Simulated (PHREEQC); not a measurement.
A solution holds 4.2 mmol/kgw Al2(SO4)3, 56 mmol/kgw CuCl2, 0.67 mmol/kgw HCl and 0.84 mmol/kgw NaCl, at 40 °C. Closed to the air; pH follows from the charge balance.

Model: ion-association model, wateq4f.dat, run in PHREEQC.

Each row changes one thing in this solution. Precipitation was switched off in this run.

```
case                                            pH  ionic strength (mol/kgw)  Cl- (mol/kgw)  Al+3 (mol/kgw)  SO4-2 (mol/kgw)  AlSO4+ (mol/kgw)  SI of Gibbsite (Al(OH)3)  SI of Boehmite (AlOOH)
--------------------------------------------  ----  ------------------------  -------------  --------------  ---------------  ----------------  ------------------------  ----------------------
as made                                       3.29                     0.175          0.105         0.00432          0.00430           0.00382                     -0.68                   -0.97
NaCl from 0.00084 to 0.000168 mol/kgw         3.29                     0.174          0.104         0.00432          0.00430           0.00382                     -0.68                   -0.97
NaCl replaced by NaAlO2 at the same molality  4.54                     0.174          0.104         0.00370              ___           0.00347                     +3.00                   +2.72
0.011 mol/kgw HNO3 added                      2.10                     0.188          0.105         0.00476          0.00377           0.00350                     -4.23                   -4.52
NaCl from 0.00084 to 8.4e-05 mol/kgw          3.29                     0.174          0.104         0.00432          0.00429           0.00382                     -0.68                   -0.97
CuCl2 replaced by LiCl at the same molality   3.33                    0.0840         0.0575         0.00265          0.00578           0.00529                     -0.62                     ___
temperature from 40 to 25 °C                  3.30                     0.183            ___         0.00460          0.00444           0.00360                     -1.41                   -1.88
NaCl from 0.00084 to 0.0084 mol/kgw           3.29                     0.182          0.112         0.00435          0.00436           0.00379                     -0.69                   -0.97
CuCl2 left out                                3.34                    0.0219        0.00151         0.00154          0.00498           0.00622                     -0.59                   -0.88
```

Problem. Some entries are withheld; supply them.

Solution. 
- NaCl replaced by NaAlO2 at the same molality, SO4-2 (mol/kgw): 0.00456
- CuCl2 replaced by LiCl at the same molality, SI of Boehmite (AlOOH): -0.91
- temperature from 40 to 25 °C, Cl- (mol/kgw): 0.109

Some of these states are supersaturated (in Atacamite, Al(OH)3(a), for instance). At this temperature some constants are extrapolated from 25 °C, and those without enthalpy data are left unchanged.
